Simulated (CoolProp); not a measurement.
A closed Brayton cycle with carbon dioxide: compressor inlet 333.15 K and 9.8 MPa, high pressure 28.9 MPa, turbine inlet 815 K, compressor efficiency 0.89, turbine efficiency 0.93, recuperator effectiveness 0.9 (on enthalpy, no pinch check). Each further row changes one setting.

Values from CoolProp's reference Helmholtz-energy equation of state, Span 1996.

```json
[
 {"case": "as stated", "thermal efficiency (%)": "?", "net work (kJ/kg)": "89.6", "compressor to turbine work": "0.38", "compressor exit (K)": "418.7", "turbine exit (K)": "682.2"},
 {"case": "turbine inlet 765 K", "thermal efficiency (%)": "32.6", "net work (kJ/kg)": "79.2", "compressor to turbine work": "0.41", "compressor exit (K)": "418.7", "turbine exit (K)": "637.0"},
 {"case": "compressor inlet 343.15 K", "thermal efficiency (%)": "?", "net work (kJ/kg)": "82.5", "compressor to turbine work": "0.43", "compressor exit (K)": "?", "turbine exit (K)": "682.2"},
 {"case": "high pressure 24.6 MPa", "thermal efficiency (%)": "33.7", "net work (kJ/kg)": "79.7", "compressor to turbine work": "0.36", "compressor exit (K)": "405.7", "turbine exit (K)": "701.4"},
 {"case": "recuperator effectiveness 0.5", "thermal efficiency (%)": "23.4", "net work (kJ/kg)": "89.6", "compressor to turbine work": "0.38", "compressor exit (K)": "418.7", "turbine exit (K)": "682.2"}
]
```

Problem. What belongs in the gaps?

Solution. 
- as stated, thermal efficiency (%): 34.6
- compressor inlet 343.15 K, thermal efficiency (%): 33.3
- compressor inlet 343.15 K, compressor exit (K): 436.8
